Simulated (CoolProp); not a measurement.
A single-stage vapour-compression cycle with R507A: evaporating at 268.15 K (dew point), condensing at 299.15 K (bubble point), superheat 5 K, subcooling 2 K, compressor efficiency 0.9, no pressure losses. Each further row changes one setting.

Model: reference Helmholtz-energy equation of state, Lemmon 2003, in CoolProp. It is a pseudo-pure fit of the blend.

```tsv
case	cooling COP	pressure ratio	discharge temperature (K)	refrigerating effect (kJ/kg)	volumetric capacity (kJ/m³)
as stated	6.41	2.48	309.0	130	3450
evaporating temperature 273.15 K	7.98	2.11	308.1	132	4130
condensing temperature 294.15 K	7.94	2.17	303.3	137	3650
subcooling 7 K	6.79	2.48	309.0	137	3650
superheat 15 K	6.47	2.48	318.5	139	3500
compressor efficiency 0.8	5.70	2.48	311.2	130	3450
```
